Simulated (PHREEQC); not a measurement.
1 kg of water holding 20 mmol/kgw NaHCO3 meets 20 L of dry gas (H2 0.58, N2 0.42 by moles) at fixed total pressure, at 5 atm; fugacities by Peng-Robinson. The gases take part in no redox reaction, some water evaporates into the gas, and hydrates or a liquid gas phase aren't modelled. No solid was allowed to form.

Model: ion-association model, phreeqc.dat, run in PHREEQC.

```
T (°C)  dissolved H2 (mol/kgw)  φ of H2  p of H2 (atm)  dissolved N2 (mol/kgw)
------  ----------------------  -------  -------------  ----------------------
10                     0.00253    1.002           2.89                 0.00176
20                     0.00234    1.002           2.89                       ?
30                     0.00220    1.002           2.87                       ?
40                     0.00211    1.002           2.86                 0.00115
50                     0.00205    1.002              ?                 0.00104
60                     0.00201    1.002           2.78                0.000969
70                     0.00197    1.002              ?                       ?
80                     0.00194    1.002           2.63                       ?
90                     0.00189    1.002           2.49                0.000813
```

### Question
Some entries are withheld; supply them.

### Answer

- 20, dissolved N2 (mol/kgw): 0.00148
- 30, dissolved N2 (mol/kgw): 0.00129
- 50, p of H2 (atm): 2.83
- 70, p of H2 (atm): 2.72
- 70, dissolved N2 (mol/kgw): 0.000909
- 80, dissolved N2 (mol/kgw): 0.000860

Complexes and solids missing from the database can't appear. Constants without temperature data keep their 25 °C values here.
